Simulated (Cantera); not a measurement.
# Ignition delay

Mixture: CO : H2 : O2 : N2 : H2O = 1 : 0.49 : 0.931 : 3.5 : 0.13 (molar parts), equivalence ratio 0.80, at 200000 Pa, adiabatic and at constant volume. Ignition delay is the time to a rise of 400 K.

Detailed kinetics in Cantera: GRI-Mech 3.0 (53 species, 325 reactions). Where the delays flatten at high temperature, the 400 K rule measures the pace of heat release, not the induction time.

```json
[
 {"T0 (K)": "1200", "delay (ms)": "0.0375"},
 {"T0 (K)": "1275", "delay (ms)": "0.0249"},
 {"T0 (K)": "1350", "delay (ms)": "0.0186"},
 {"T0 (K)": "1425", "delay (ms)": "0.0149"},
 {"T0 (K)": "1500", "delay (ms)": "0.0127"},
 {"T0 (K)": "1575", "delay (ms)": "0.0113"},
 {"T0 (K)": "1650", "delay (ms)": "0.0104"},
 {"T0 (K)": "1725", "delay (ms)": "0.00999"},
 {"T0 (K)": "1800", "delay (ms)": "0.00984"},
 {"T0 (K)": "1875", "delay (ms)": "0.00994"}
]
```
